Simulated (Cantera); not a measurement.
A closed system holds: 1 mol MgO, 1.9 mol SO₂, 0.045 mol O₂, equilibrated at 1.00 bar.

These are equilibrium values from Cantera (NASA tables, ideal gas, pure condensed phases), not measurements of a reactor. Candidate condensed phases: Mg, MgO, MgS, MgSO₄, S; 14 gas species. Mutual solubility and eutectic melting of coexisting phases are not modelled. Rates play no part. All values below are at 900 °C.

Base state: SO₂ 0.999, SO₃ 0.000674 (mole fractions); condensed: MgO(s) + MgSO₄(s).

### Question
What changes in the equilibrium state with this change: MgO replaced by MgCO₃?

### Answer
| species | before | after |
|---|---|---|
| SO₂ | 0.999 | 0.644 |
| CO₂ | 0 | 0.356 |
| SO₃ | 0.000674 | 0.000674 |
| O₂ | 4.40e-6 | 1.06e-5 |
| MgO(s), mol | 0.911 | 0.912 |
| MgSO₄(s), mol | 0.0888 | 0.0880 |
Further candidate phases: C, MgCO₃.
